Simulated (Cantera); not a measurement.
# Fe + CO2 + H2 (metals in furnace atmospheres)

Input: 1 mol Fe, 7.4 mol CO2, a varied amount of H2, at 1 atm.

These are equilibrium values from Cantera (NASA tables, ideal gas, pure condensed phases), not measurements of a reactor. Candidate condensed phases: C, C6H6, C7H8, C8H18, Fe, Fe(CO)5, FeO, Fe(OH)2, Fe(OH)3, Fe2O3, Fe3O4, H2O; 114 gas species. Mutual solubility and eutectic melting of coexisting phases are not modelled. The tables' stoichiometric FeO is somewhat more stable than real wüstite, so its field is too wide. FeO: taken at fixed stoichiometry. Rates play no part.

### Question
Map the stable condensed phases over T = 1123, 1173, 1223, 1273, 1323, 1373, 1423, 1473, 1523, 1573, 1623, 1673 K and n(H2) in mol = 9.4, 13, 17, 20, 24, 28, 32, 35, 39, 43, 46, 50.

### Answer
```
T in K \ n(H2) in mol
         9.4  13  17  20  24  28  32  35  39  43  46  50
   1673    A   A   A   B   C   C   C   C   C   C   C   C
   1623    A   A   A   B   C   C   C   C   C   C   C   C
   1573    A   A   A   B   C   C   C   C   C   C   C   C
   1523    A   A   A   B   C   C   C   C   C   C   C   C
   1473    A   A   A   B   C   C   C   C   C   C   C   C
   1423    A   A   A   B   C   C   C   C   C   C   C   C
   1373    A   A   A   B   C   C   C   C   C   C   C   C
   1323    A   A   A   A   B   C   C   C   C   C   C   C
   1273    A   A   A   A   B   C   C   C   C   C   C   C
   1223    A   A   A   A   B   C   C   C   C   C   C   C
   1173    A   A   A   A   A   B   C   C   C   C   C   C
   1123    A   A   A   A   A   B   C   C   C   C   C   C
```
A: FeO; B: Fe + FeO; C: Fe.
